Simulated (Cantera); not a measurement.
Charge: 1 mol SiCl₄, 0.026 mol Cl₂, a varied amount of N₂, at 1598 K and 9.00 Torr.

Equilibrium computed with Cantera from the NASA thermochemical tables; the gas is ideal and each condensed phase is pure. Candidate condensed phases: Si, Si₃N₄; 13 gas species. The tables' values for SiCl₃ are old estimates; treat these amounts as uncertain. Kinetics and transport are ignored.

x: gas mole fraction; nothing condenses.

```json
[
 {"n(N₂) (mol)": "7.4", "x N₂": "0.867", "x SiCl₄": "0.109", "x Cl": "0.0153", "x SiCl₃": "0.00729", "x SiCl₂": "0.00121", "x Cl₂": "0.000239"},
 {"n(N₂) (mol)": "12", "x N₂": "0.912", "x SiCl₄": "?", "x Cl": "?", "x SiCl₃": "0.00588", "x SiCl₂": "0.00124", "x Cl₂": "?"},
 {"n(N₂) (mol)": "20", "x N₂": "0.943", "x SiCl₄": "0.0414", "x Cl": "0.00932", "x SiCl₃": "0.00456", "x SiCl₂": "0.00124", "x Cl₂": "8.84e-5"},
 {"n(N₂) (mol)": "33", "x N₂": "0.963", "x SiCl₄": "0.0245", "x Cl": "0.00728", "x SiCl₃": "0.00346", "x SiCl₂": "0.00121", "x Cl₂": "5.40e-5"},
 {"n(N₂) (mol)": "54", "x N₂": "0.976", "x SiCl₄": "0.0144", "x Cl": "0.00573", "x SiCl₃": "0.00257", "x SiCl₂": "0.00114", "x Cl₂": "3.34e-5"},
 {"n(N₂) (mol)": "88", "x N₂": "0.984", "x SiCl₄": "?", "x Cl": "?", "x SiCl₃": "0.00188", "x SiCl₂": "?", "x Cl₂": "?"},
 {"n(N₂) (mol)": "150", "x N₂": "0.990", "x SiCl₄": "0.00437", "x Cl": "0.00349", "x SiCl₃": "0.00129", "x SiCl₂": "0.000940", "x Cl₂": "1.24e-5"},
 {"n(N₂) (mol)": "240", "x N₂": "0.993", "x SiCl₄": "0.00241", "x Cl": "0.00276", "x SiCl₃": "0.000898", "x SiCl₂": "0.000829", "x Cl₂": "7.73e-6"}
]
```

Question: What belongs in the gaps?

Answer: 
- 12, x SiCl₄: 0.0689
- 12, x Cl: 0.0120
- 12, x Cl₂: 0.000147
- 88, x SiCl₄: 0.00826
- 88, x Cl: 0.00452
- 88, x SiCl₂: 0.00105
- 88, x Cl₂: 2.08e-5
